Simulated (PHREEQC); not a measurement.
A PHREEQC speciation (ion-association model, phreeqc.dat) at 75 °C gives pH 5.15 and these molalities:

```
species      mol/kgw
----------  --------
SO4-2         0.0123
Zn+2          0.0113
ZnSO4        0.00808
Fe+2         0.00164
FeSO4        0.00146
Zn(SO4)2-2  0.000603
ZnOH+        2.37e-5
HSO4-        1.61e-5
H+           8.50e-6
FeOH+        9.79e-7
```

Problem. What are the element totals, and what could have been dissolved in 1 kg of water to give them?

Solution. One answer among several that fit: totals Fe(2) 0.00310, S(6) 0.0231, Zn 0.0200 mol/kgw, from 0.02 mol ZnSO4 and 0.0031 mol FeSO4 per kg of water.

This is a speciation only: nothing precipitates in the calculation. Constants without temperature data keep their 25 °C values here.
